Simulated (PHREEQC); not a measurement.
Dissolve 0.13 mol/kgw NH3 at 20 °C. Closed to the air; pH follows from the charge balance.

Equilibrium calculation in PHREEQC: ion-association model, wateq4f.dat.

Each row changes one thing in this solution. Precipitation was switched off in this run.

| case | pH | ionic strength (mol/kgw) | NH4+ (mol/kgw) |
|---|---|---|---|
| as made | 11.34 | 0.00154 | 0.00154 |
| diluted 100-fold with water | 10.32 | 0.000142 | 0.000142 |
| 0.17 mol/kgw H3PO4 added | 2.58 | 0.133 | 0.130 |
| NH3 replaced by NH4HF2 at the same molality | 3.16 | 0.131 | 0.130 |
| diluted 10-fold with water | 10.83 | 0.000474 | 0.000474 |
| NH3 from 0.13 to 0.143 mol/kgw | 11.36 | 0.00162 | 0.00162 |
| temperature from 20 to 85 °C | 9.68 | 0.00151 | 0.00151 |
| diluted 2-fold with water | 11.19 | 0.00108 | 0.00108 |
| diluted 5-fold with water | 10.99 | 0.000677 | 0.000677 |

Species that the database lacks are ignored. H3PO4, which wateq4f.dat lacks, is added to it with the constant of phreeqc.dat. Away from 25 °C the constants follow the database's enthalpies or fits; those with neither stay at their 25 °C values.
